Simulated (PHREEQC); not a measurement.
Solution (25 °C): 0.42 mol KH2PO4, 0.0017 mol K2HPO4 and 0.00028 mol KCl per kg of water. Closed to the air; pH follows from the charge balance.

Computed with PHREEQC (ion-association model, phreeqc.dat).

Precipitation was switched off in this run.

What pH, ionic strength does the model give?

pH 4.50; ionic strength 0.426 mol/kgw.
